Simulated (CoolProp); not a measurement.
Properties of n-decane along the isobar 6.07 bar (Tc = 344.5 °C, pc = 21.01 bar, ω = 0.488).

Values from CoolProp's reference Helmholtz-energy equation of state, Lemmon 2006. It is a short technical equation, of lower accuracy than the large ones.

```csv
T (°C),phase,speed of sound (m/s),isothermal compressibility (1/MPa)
264.85,gas,139.8,2.238
276.55,gas,145.9,[?]
288.25,gas,151.3,2.064
299.95,gas,156.1,2.008
311.65,gas,[?],[?]
323.45,gas,[?],1.925
335.15,gas,[?],1.894
346.85,gas,171.8,1.869
```

What belongs in the gaps?


- 276.55, isothermal compressibility (1/MPa): 2.138
- 311.65, speed of sound (m/s): 160.5
- 311.65, isothermal compressibility (1/MPa): 1.962
- 323.45, speed of sound (m/s): 164.6
- 335.15, speed of sound (m/s): 168.3
